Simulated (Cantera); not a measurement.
**Pyrogenic steam for wet oxidation**

A perfectly stirred reactor is fed with 42.4 % H2, 35.3 % O2, 22.3 % N2, equivalence ratio 0.60, at 750 Torr; it is held at 1400 K, and followed from long to short residence time.

Detailed kinetics in Cantera: the H2/O2 subset of GRI-Mech 3.0, which has no nitrogen chemistry. The temperature is held fixed by assumption; the heat of reaction is taken as removed at once.

```
τ (s)       x H2   x O2   x H2O2       x O     x HO2
------  --------  -----  -------  --------  --------
4.8      2.92e-5  0.179  1.54e-7   3.22e-6   1.32e-6
2.3      4.84e-5  0.179  2.25e-7   5.11e-6   2.14e-6
1.1      8.02e-5  0.179  3.28e-7   8.24e-6   3.50e-6
0.54    0.000130  0.179  4.69e-7   1.32e-5   5.60e-6
0.26    0.000214  0.179  6.73e-7   2.18e-5   9.05e-6
0.12    0.000360  0.179  9.75e-7   3.73e-5   1.49e-5
0.060   0.000574  0.179  1.35e-6   6.09e-5   2.30e-5
0.029   0.000932  0.179  1.88e-6  0.000102   3.55e-5
0.014    0.00151  0.180  2.61e-6  0.000173   5.34e-5
0.0068   0.00240  0.180  3.56e-6  0.000291   7.74e-5
0.0033   0.00380  0.180  4.78e-6  0.000490  0.000107
```
x: mole fraction; the columns are a selection and need not sum to one.
